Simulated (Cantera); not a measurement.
# Oxide etching and cleaning by halides: Al₂O₃ + HCl + N₂

A closed system holds: 1 mol Al₂O₃, 20 mol HCl, 4.6 mol N₂, held at 750 Torr.

These are equilibrium values from Cantera (NASA tables, ideal gas, pure condensed phases), not measurements of a reactor. Candidate condensed phases: Al, AlCl₃, AlN, Al₂O₃, H₂O, NH₄Cl; 45 gas species. The tables' values for AlCl₂ are old estimates; treat these amounts as uncertain. Condensed phases not in the tables: AlOCl. Gases not in the tables: Al(OH)₃. Equilibrium is a limit: real reactors are often held back by kinetics, nucleation or transport.

| T (K) | x HCl | x N₂ | x H₂O | x AlCl₃ | x Cl | x H₂ | n Al₂O₃(s) |
|---|---|---|---|---|---|---|---|
| 900 | 0.813 | 0.187 | 0.000173 | 0.000115 | 8.21e-8 | 1.27e-6 | 0.999 |
| 1000 | 0.812 | 0.187 | 0.000408 | 0.000272 | 7.98e-7 | 4.62e-6 | 0.997 |
| 1100 | 0.812 | 0.187 | 0.000818 | 0.000545 | 5.07e-6 | 1.37e-5 | 0.993 |
| 1200 | 0.810 | 0.187 | 0.00145 | 0.000968 | 2.32e-5 | 3.57e-5 | 0.988 |
| 1300 | 0.809 | 0.187 | 0.00235 | 0.00156 | 8.20e-5 | 8.47e-5 | 0.981 |
| 1400 | 0.806 | 0.187 | 0.00352 | 0.00235 | 0.000236 | 0.000187 | 0.971 |
| 1500 | 0.803 | 0.187 | 0.00498 | 0.00332 | 0.000579 | 0.000388 | 0.959 |
| 1600 | 0.799 | 0.187 | 0.00672 | 0.00448 | 0.00125 | 0.000755 | 0.945 |
| 1700 | 0.794 | 0.187 | 0.00870 | 0.00580 | 0.00245 | 0.00138 | 0.929 |
| 1800 | 0.788 | 0.187 | 0.0109 | 0.00725 | 0.00441 | 0.00239 | 0.911 |
x: gas mole fraction; n: condensed amount in mol.

From 900 K to 1800 K the condensed part is Al₂O₃(s). The share of Al in condensed phases is highest at 900 K (99.9 %) and lowest at 1800 K (91.1 %).
